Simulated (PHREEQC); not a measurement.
A solution holds 0.01 mol/kgw BaCl2, 5.4e-05 mol/kgw NaHCO3 and 7.2e-07 mol/kgw H4SiO4, at 25 °C. Closed to the air; pH follows from the charge balance.

Model: ion-association model, phreeqc.dat, run in PHREEQC.

Each row changes one thing in this solution. No solid was allowed to form.

```json
[
 {"case": "as made", "pH": "7.83", "BaOH+ (mol/kgw)": "1.38e-8", "H3SiO4- (mol/kgw)": "8.36e-9", "SI of Quartz (SiO2)": "-2.16"},
 {"case": "diluted 5-fold with water", "pH": "7.63", "BaOH+ (mol/kgw)": "2.27e-9", "H3SiO4- (mol/kgw)": "9.83e-10", "SI of Quartz (SiO2)": "(withheld)"},
 {"case": "H4SiO4 from 7.2e-07 to 1.08e-06 mol/kgw", "pH": "7.83", "BaOH+ (mol/kgw)": "1.38e-8", "H3SiO4- (mol/kgw)": "1.25e-8", "SI of Quartz (SiO2)": "-1.99"},
 {"case": "BaCl2 from 0.01 to 0.002 mol/kgw", "pH": "7.92", "BaOH+ (mol/kgw)": "4.35e-9", "H3SiO4- (mol/kgw)": "(withheld)", "SI of Quartz (SiO2)": "-2.17"},
 {"case": "temperature from 25 to 75 °C", "pH": "7.21", "BaOH+ (mol/kgw)": "(withheld)", "H3SiO4- (mol/kgw)": "7.50e-9", "SI of Quartz (SiO2)": "-2.79"},
 {"case": "NaHCO3 replaced by NaOH at the same molality", "pH": "9.64", "BaOH+ (mol/kgw)": "9.10e-7", "H3SiO4- (mol/kgw)": "(withheld)", "SI of Quartz (SiO2)": "(withheld)"}
]
```

Problem. What belongs in the gaps?

Solution. 
- diluted 5-fold with water, SI of Quartz (SiO2): -2.86
- BaCl2 from 0.01 to 0.002 mol/kgw, H3SiO4- (mol/kgw): 9.39e-9
- temperature from 25 to 75 °C, BaOH+ (mol/kgw): 3.19e-9
- NaHCO3 replaced by NaOH at the same molality, H3SiO4- (mol/kgw): 3.13e-7
- NaHCO3 replaced by NaOH at the same molality, SI of Quartz (SiO2): -2.41

Away from 25 °C the constants follow the database's enthalpies or fits; those with neither stay at their 25 °C values.
